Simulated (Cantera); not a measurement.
## n-butane + O2 (carbon deposition, reforming and gasification)

Feed: 1 mol n-butane, 0.5 mol O2, held at 340000 Pa.

Cantera equilibrium calculation (NASA polynomials, part measured and part estimated; ideal gas, pure solids and liquids). Candidate condensed phases: C, C6H6, C7H8, C8H18, H2O; 110 gas species. The numbers say what is thermodynamically allowed, not how fast it happens.

From 998 K to 2798 K the condensed part is C(graphite). The main C-bearing gas is CH4 at 998 K and CO at 2798 K.

```tsv
T (K)	x H2	x CO	x CH4	x H2O	x H	x C2H2 (acetylene)	x CO2	n C(graphite)
998	0.663	0.0909	0.146	0.0836	9.50e-10	7.17e-10	0.0166	2.78
1198	0.793	0.160	0.0343	0.0114	9.18e-8	7.84e-8	0.00169	2.88
1398	0.821	0.167	0.0100	0.00176	2.33e-6	2.01e-6	0.000165	2.95
1598	0.829	0.167	0.00384	0.000416	2.63e-5	2.23e-5	2.80e-5	2.98
1798	0.831	0.167	0.00182	0.000136	0.000174	0.000143	7.15e-6	2.99
1998	0.831	0.167	0.00100	5.56e-5	0.000793	0.000630	2.44e-6	2.99
2198	0.828	0.167	0.000615	2.69e-5	0.00275	0.00210	1.03e-6	2.97
2398	0.820	0.166	0.000408	1.47e-5	0.00774	0.00566	5.03e-7	2.93
2598	0.803	0.165	0.000283	8.68e-6	0.0185	0.0129	2.76e-7	2.84
2798	0.771	0.163	0.000199	5.42e-6	0.0387	0.0256	1.65e-7	2.67
```
x: gas mole fraction; n: condensed amount in mol.
